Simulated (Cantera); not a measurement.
Gas mixture: H2 = 0.47 (molar parts), at 250 Pa, frozen composition.

Cantera's kinetic-theory transport with the Lennard-Jones parameters of GRI-Mech 3.0, ideal gas; thermal conductivity in the mixture-averaged form.

D: mixture-averaged diffusion coefficient of that species in the mixture.

| T (K) | ρ (kg/m³) | cp (J/kg/K) | μ (µPa s) | λ (mW/m/K) | Pr | D (cm²/s) H2O | D (cm²/s) CO2 | D (cm²/s) H |
|---|---|---|---|---|---|---|---|---|
| 400 | 0.000152 | 14520 | 10.9 | … | 0.689 | 589 | 443 | 1430 |
| 500 | 0.000121 | 14530 | 12.6 | … | 0.689 | 878 | 650 | 2090 |
| 600 | 0.000101 | 14510 | 14.1 | … | 0.688 | 1210 | 885 | 2840 |
| 700 | 8.66e-5 | 14560 | 15.6 | … | 0.687 | 1580 | 1150 | 3680 |
| 800 | 7.58e-5 | 14690 | 17.0 | … | 0.689 | 1990 | 1440 | 4590 |
| 900 | 6.74e-5 | 14870 | 18.4 | 396 | 0.691 | 2430 | 1750 | 5590 |
| 1000 | 6.06e-5 | 14960 | 19.7 | … | 0.687 | 2910 | 2080 | 6660 |

**Question.** Some entries are withheld; supply them.

**Answer.** 
- 400, λ (mW/m/K): 229
- 500, λ (mW/m/K): 265
- 600, λ (mW/m/K): 298
- 700, λ (mW/m/K): 331
- 800, λ (mW/m/K): 363
- 1000, λ (mW/m/K): 428
